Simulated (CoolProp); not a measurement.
Vapour-liquid equilibrium of propylene (1) + 1-butene (2) at 0.111 MPa; x and y are mole fractions of (1).

Values from CoolProp's multi-fluid Helmholtz-energy mixture model, Lemmon 2013 and Lemmon 2005; pair parameters Bell 2016.

Problem. Give the bubble temperature and the first vapour's composition at x = 0.05, 0.275, 0.725. Is there an azeotrope?

Solution. x = 0.05: 264.9 K, y = 0.190; x = 0.275: 250.3 K, y = 0.659; x = 0.725: 233.8 K, y = 0.940. No azeotrope shows between x = 0.05 and 0.95.

The pair parameters rest on a limited set of measurements; away from them the model extrapolates.
